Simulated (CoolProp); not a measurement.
Vapour pressure (kPa) of chlorine: the reference equation beside estimates from Tc = 143.7 °C, pc = 7642 kPa, ω = 0.070. Clausius-Clapeyron is anchored at -48.45 °C with a constant enthalpy of vaporisation of 20.92 kJ/mol.

Model: reference Helmholtz-energy equation of state, Thol 2021, in CoolProp.

```
T (°C)  reference  Lee-Kesler  Clausius-Clapeyron  van der Waals  Redlich-Kwong  Peng-Robinson
------  ---------  ----------  ------------------  -------------  -------------  -------------
-66.55      18.61       19.86               19.15          200.0          15.26          21.19
-64.05      21.65       23.01               22.15          217.0          18.04          24.47
-61.45      25.23       26.70               25.68          235.8          21.36          28.31
-58.85      29.27       30.86               29.66          255.7          25.16          32.63
-56.25      33.84       35.54               34.14          276.8          29.48          37.47
-53.65      38.96       40.78               39.17          299.0          34.39          42.87
-51.05      44.68       46.63               44.80          322.6          39.92          48.88
-48.45      51.07       53.13               51.07          347.4          46.15          55.55
-45.95      57.88       60.06               57.77          372.4          52.85          62.63
-43.35      65.72       68.01               65.48          399.8          60.60          70.74
-40.75      74.37       76.78               74.01          428.6          69.23          79.66
-38.15      83.91       86.43               83.42          458.8          78.79          89.45
-35.55      94.39       97.01               93.79          490.4          89.35          100.2
-32.95      105.9       108.6               105.2          523.5          101.0          111.9
-30.35      118.4       121.2               117.7          558.1          113.8          124.6
```

Absolute difference from the reference over all 15 rows, mean and median: Lee-Kesler 4.2 and 4.0 %, Clausius-Clapeyron 0.9 and 0.6 %, van der Waals 615.5 and 580.2 %, Redlich-Kwong 10.2 and 9.6 %, Peng-Robinson 9.1 and 8.8 %.
